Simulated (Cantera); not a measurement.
Input: 1 mol Cr, 8.5 mol NH3, equilibrated at 0.00120 Torr.

Cantera equilibrium calculation (NASA polynomials, part measured and part estimated; ideal gas, pure solids and liquids). Candidate condensed phases: Cr, CrN, Cr2N; 11 gas species. Equilibrium is a limit: real reactors are often held back by kinetics, nucleation or transport.

x: gas mole fraction; nothing condenses.

| T (°C) | x H | x H2 | x N2 | x Cr | x N |
|---|---|---|---|---|---|
| 1175 | 0.00611 | 0.703 | 0.235 | 0.0554 | ___ |
| 1275 | 0.0202 | 0.691 | 0.234 | 0.0550 | ___ |
| 1375 | 0.0572 | 0.659 | 0.229 | 0.0540 | ___ |
| 1475 | 0.139 | 0.590 | 0.220 | 0.0517 | ___ |
| 1575 | 0.286 | 0.464 | 0.202 | 0.0476 | ___ |
| 1675 | 0.485 | 0.294 | 0.179 | 0.0421 | ___ |
| 1775 | 0.664 | 0.141 | 0.158 | 0.0371 | ___ |
| 1875 | 0.766 | 0.0540 | 0.146 | 0.0343 | ___ |
| 1975 | 0.807 | 0.0193 | 0.141 | 0.0331 | ___ |
| 2075 | 0.821 | 0.00707 | 0.139 | 0.0328 | ___ |
| 2175 | 0.826 | 0.00275 | 0.139 | 0.0326 | ___ |

Problem. Some entries are withheld; supply them.

Solution. 
- 1175, x N: 5.88e-12
- 1275, x N: 7.63e-11
- 1375, x N: 7.22e-10
- 1475, x N: 5.23e-9
- 1575, x N: 2.99e-8
- 1675, x N: 1.40e-7
- 1775, x N: 5.57e-7
- 1875, x N: 1.99e-6
- 1975, x N: 6.48e-6
- 2075, x N: 1.93e-5
- 2175, x N: 5.26e-5
